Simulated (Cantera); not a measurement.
What does this Cantera script print?

```python
import numpy as np
import cantera as ct

gas_names = [...]  # 148 gases of nasa_gas.yaml made of Al, C, H, N, O
cond_names = """
    AL(cr) AL(L) ALN(s) AL2O3(a) AL2O3(L) C(gr) C6H6(L) C7H8(L) C8H18(L),n-octa H2O(s) H2O(L)
""".split()


# ... load() reads the species with a 1 bar reference pressure and builds the phases ...
atoms = {
    'Al(CH3)3': {'AL': 1, 'C': 3, 'H': 9},
    'H2O': {'H': 2, 'O': 1},
    'N2': {'N': 2},
}
top_T = {'ALN(s)': 2750, 'C(gr)': 4500}  # K; cautious upper limits of use, not melting points


# ... equilibrate(T, P, feed) seeds the gas with the atoms and calls Mixture.equilibrate('TP', solver="vcs", rtol=1e-11, max_steps=5000) ...
results = []
T = 1998  # K
P = 13000  # Pa
for m in [3.6, 12, 20, 29, 37, 46, 54, 63, 71, 79, 88, 96]:
    feed = {'Al(CH3)3': 1, 'H2O': 2.8, 'N2': m}  # mol
    mix = equilibrate(T, P, feed)
    results.append((T, P, feed, dict(zip(mix.species_names, mix.species_moles))))
    x = sorted(zip(gas.X, gas.species_names), reverse=True)
    print(f"T = {T:g} K  P = {P:g} Pa  n(N2) = {m:g} mol  gas = {mix.phase_moles(0):.4g} mol")
    print("   x: " + "  ".join(f"{s} {v:.3e}" for v, s in x if v > 0.001))
    print("   condensed (mol): " + ("  ".join(f"{mix.phase(i).name} {mix.phase_moles(i):.4g}"
          for i in range(1, mix.n_phases) if mix.phase_moles(i) > 1e-12) or "none"))
```

Result:

```
T = 1998 K  P = 13000 Pa  n(N2) = 3.6 mol  gas = 13.24 mol
   x: H2 5.465e-01  N2 2.319e-01  CO 2.114e-01  HCN 5.208e-03  H 3.289e-03
   condensed (mol): ALN(s) 0.9865  C(gr) 0.1165
T = 1998 K  P = 13000 Pa  n(N2) = 12 mol  gas = 21.65 mol
   x: N2 5.283e-01  H2 3.324e-01  CO 1.293e-01  HCN 6.131e-03  H 2.565e-03
   condensed (mol): ALN(s) 0.9862  C(gr) 0.04888
T = 1998 K  P = 13000 Pa  n(N2) = 20 mol  gas = 29.66 mol
   x: N2 6.547e-01  H2 2.418e-01  CO 9.441e-02  HCN 5.821e-03  H 2.188e-03
   condensed (mol): ALN(s) 0.9834  C(gr) 0.006706
T = 1998 K  P = 13000 Pa  n(N2) = 29 mol  gas = 38.67 mol
   x: N2 7.349e-01  H2 1.852e-01  CO 7.241e-02  HCN 4.694e-03  H 1.915e-03
   condensed (mol): ALN(s) 0.9798
T = 1998 K  P = 13000 Pa  n(N2) = 37 mol  gas = 46.68 mol
   x: N2 7.802e-01  H2 1.534e-01  CO 5.998e-02  HCN 3.924e-03  H 1.742e-03
   condensed (mol): ALN(s) 0.9764
T = 1998 K  P = 13000 Pa  n(N2) = 46 mol  gas = 55.68 mol
   x: N2 8.156e-01  H2 1.285e-01  CO 5.028e-02  HCN 3.310e-03  H 1.595e-03
   condensed (mol): ALN(s) 0.9726
T = 1998 K  P = 13000 Pa  n(N2) = 54 mol  gas = 63.69 mol
   x: N2 8.387e-01  H2 1.123e-01  CO 4.396e-02  HCN 2.905e-03  H 1.491e-03
   condensed (mol): ALN(s) 0.9692
T = 1998 K  P = 13000 Pa  n(N2) = 63 mol  gas = 72.7 mol
   x: N2 8.586e-01  H2 9.833e-02  CO 3.851e-02  HCN 2.554e-03  H 1.395e-03
   condensed (mol): ALN(s) 0.9654
T = 1998 K  P = 13000 Pa  n(N2) = 71 mol  gas = 80.71 mol
   x: N2 8.725e-01  H2 8.854e-02  CO 3.469e-02  HCN 2.305e-03  H 1.324e-03
   condensed (mol): ALN(s) 0.962
T = 1998 K  P = 13000 Pa  n(N2) = 79 mol  gas = 88.72 mol
   x: N2 8.840e-01  H2 8.052e-02  CO 3.156e-02  HCN 2.101e-03  H 1.262e-03
   condensed (mol): ALN(s) 0.9586
T = 1998 K  P = 13000 Pa  n(N2) = 88 mol  gas = 97.73 mol
   x: N2 8.946e-01  H2 7.307e-02  CO 2.865e-02  HCN 1.911e-03  H 1.203e-03
   condensed (mol): ALN(s) 0.9547
T = 1998 K  P = 13000 Pa  n(N2) = 96 mol  gas = 105.7 mol
   x: N2 9.025e-01  H2 6.751e-02  CO 2.648e-02  HCN 1.768e-03  H 1.156e-03
   condensed (mol): ALN(s) 0.9513
```

These are equilibrium values from Cantera (NASA tables, ideal gas, pure condensed phases), not measurements of a reactor. The feed counts by its element totals alone.
